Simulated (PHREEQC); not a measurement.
A made-up water analysis in mg/kgw, 25 °C, pH 3.04, pe 12.1: Na 84.2; K 84.9; Ca 662; Mg 98; Cl 164; S(6) as SO4 3650; Cu(2) 1.87; Fe(3) 724; O(0) (dissolved oxygen) 8.32; Li 3.58; Mn(2) 8.79; Zn 5.75.

Valence states are taken as typed.

The numbers come from PHREEQC with the ion-association model, wateq4f.dat.

No solid was allowed to form.

What ionic strength, charge-balance error does the model give?

ionic strength 0.0836 mol/kgw; charge-balance error 5.3 %.

In which forms is Na present?

Na+ 97 %, NaSO4- 3.5 % of the Na.

The solution is supersaturated, for example in Jarosite-K, Jarosite-Na, so a real one may precipitate; this is no full list.
